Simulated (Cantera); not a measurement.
**Sublimation and decomposition of ceramics: Al₂O₃ + H₂**

Input: 1 mol Al₂O₃, 1.1 mol H₂, at 0.590 bar.

Method: chemical equilibrium by Gibbs-energy minimisation in Cantera with the NASA 1993 tables (ideal gas, pure condensed phases). Candidate condensed phases: Al, Al₂O₃, H₂O; 19 gas species. The tables' values for AlOH are old estimates; treat these amounts as uncertain. The numbers say what is thermodynamically allowed, not how fast it happens.

```csv
T (K),x H₂,x H,x H₂O,x Al,n Al₂O₃(s),n Al₂O₃(l)
1723,1.000,0.000237,6.43e-6,2.42e-6,1.000,0
1823,0.999,0.000564,2.08e-5,7.91e-6,1.000,0
1923,0.999,0.00123,6.02e-5,2.25e-5,1.000,0
2023,0.997,0.00247,0.000157,5.70e-5,1.000,0
2123,0.995,0.00466,0.000374,0.000131,1.000,0
2223,0.990,0.00830,0.000824,0.000277,1.000,0
2323,0.983,0.0141,0.00169,0.000546,0.999,0
2423,0.972,0.0228,0.00307,0.000989,0,0.999
2523,0.956,0.0354,0.00525,0.00170,0,0.997
2623,0.933,0.0530,0.00853,0.00278,0,0.996
```
x: gas mole fraction; n: condensed amount in mol.

From 1723 K to 2323 K the condensed part is Al₂O₃(s). From 2423 K to 2623 K the condensed part is Al₂O₃(l). The main Al-bearing gas is Al at 1723 K and Al₂O at 2623 K.
